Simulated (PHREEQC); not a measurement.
Solution (65 °C): 0.0048 mol Zn(NO3)2 and 0.023 mol Fe(NO3)3 per kg of water. Closed to the air; pH follows from the charge balance.

The numbers come from PHREEQC with the ion-association model, phreeqc.dat.

```json
{
  "pH": "1.84",
  "ionic_strength": "0.135 mol/kgw",
  "total_alkalinity": "-46.0 meq/kg"
}
```

```json
[
 {"species": "NO3-", "molality": "0.0786", "activity": "0.0559", "log γ": "-0.148"},
 {"species": "H+", "molality": "0.0181", "activity": "0.0145", "log γ": "-0.096"},
 {"species": "FeOH+2", "molality": "0.00825", "activity": "0.00260", "log γ": "-0.502"},
 {"species": "Fe+3", "molality": "0.00536", "activity": "0.000731", "log γ": "-0.865"},
 {"species": "Zn+2", "molality": "0.00480", "activity": "0.00151", "log γ": "-0.502"},
 {"species": "Fe2(OH)2+4", "molality": "0.00438", "activity": "4.23e-5", "log γ": "-2.015"},
 {"species": "Fe(OH)2+", "molality": "0.000299", "activity": "0.000226", "log γ": "-0.122"},
 {"species": "Fe3(OH)4+5", "molality": "0.000109", "activity": "7.71e-8", "log γ": "-3.149"},
 {"species": "Fe(OH)3", "molality": "9.07e-9", "activity": "9.35e-9", "log γ": "0.014"},
 {"species": "ZnOH+", "molality": "2.22e-9", "activity": "1.66e-9", "log γ": "-0.126"}
]
```

No solid was allowed to form. Examples of supersaturated solids here: Hematite (slow to form), Goethite (slow to form). Others may be too. Constants without temperature data keep their 25 °C values here.
